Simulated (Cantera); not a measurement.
A closed system holds: 1 mol SiH4, 0.14 mol HCl, 15 mol H2, equilibrated at 593 Torr.

Cantera equilibrium calculation (NASA polynomials, part measured and part estimated; ideal gas, pure solids and liquids). Candidate condensed phases: Si; 19 gas species. The tables' values for SiCl3 are old estimates; treat these amounts as uncertain. Gases not in the tables: Si2H6 and higher silanes. Kinetics and transport are ignored.

log p: log10 of the partial pressure in bar; n: condensed amount in mol.

```json
[
 {"T (K)": "948", "log p H2": "-0.10", "log p HCl": "-2.76", "log p SiHCl3": "-3.06", "log p SiCl4": "-3.37", "n Si(s)": "0.967", "n Si(l)": "0"},
 {"T (K)": "1023", "log p H2": "-0.10", "log p HCl": "-2.52", "log p SiHCl3": "-3.20", "log p SiCl4": "-3.54", "n Si(s)": "0.976", "n Si(l)": "0"},
 {"T (K)": "1098", "log p H2": "-0.11", "log p HCl": "(withheld)", "log p SiHCl3": "(withheld)", "log p SiCl4": "(withheld)", "n Si(s)": "0.985", "n Si(l)": "0"},
 {"T (K)": "1173", "log p H2": "-0.11", "log p HCl": "-2.26", "log p SiHCl3": "-3.81", "log p SiCl4": "-4.34", "n Si(s)": "0.992", "n Si(l)": "0"},
 {"T (K)": "1248", "log p H2": "-0.11", "log p HCl": "-2.23", "log p SiHCl3": "-4.28", "log p SiCl4": "-4.94", "n Si(s)": "0.995", "n Si(l)": "0"},
 {"T (K)": "1323", "log p H2": "-0.11", "log p HCl": "-2.22", "log p SiHCl3": "-4.74", "log p SiCl4": "-5.56", "n Si(s)": "0.996", "n Si(l)": "0"},
 {"T (K)": "1398", "log p H2": "-0.11", "log p HCl": "-2.21", "log p SiHCl3": "-5.18", "log p SiCl4": "-6.14", "n Si(s)": "0.996", "n Si(l)": "0"},
 {"T (K)": "1473", "log p H2": "-0.11", "log p HCl": "-2.21", "log p SiHCl3": "-5.58", "log p SiCl4": "-6.66", "n Si(s)": "0.996", "n Si(l)": "0"},
 {"T (K)": "1548", "log p H2": "-0.11", "log p HCl": "-2.21", "log p SiHCl3": "-5.95", "log p SiCl4": "-7.14", "n Si(s)": "0.996", "n Si(l)": "0"},
 {"T (K)": "1623", "log p H2": "-0.11", "log p HCl": "-2.21", "log p SiHCl3": "(withheld)", "log p SiCl4": "(withheld)", "n Si(s)": "0.996", "n Si(l)": "0"},
 {"T (K)": "1698", "log p H2": "-0.11", "log p HCl": "-2.21", "log p SiHCl3": "-6.58", "log p SiCl4": "-7.97", "n Si(s)": "0", "n Si(l)": "0.996"},
 {"T (K)": "1773", "log p H2": "-0.11", "log p HCl": "-2.21", "log p SiHCl3": "-6.91", "log p SiCl4": "-8.39", "n Si(s)": "0", "n Si(l)": "0.996"}
]
```

Question: Complete the blanks.

Answer: 
- 1623, log p SiHCl3: -6.28
- 1623, log p SiCl4: -7.57
- 1098, log p HCl: -2.36
- 1098, log p SiHCl3: -3.44
- 1098, log p SiCl4: -3.85
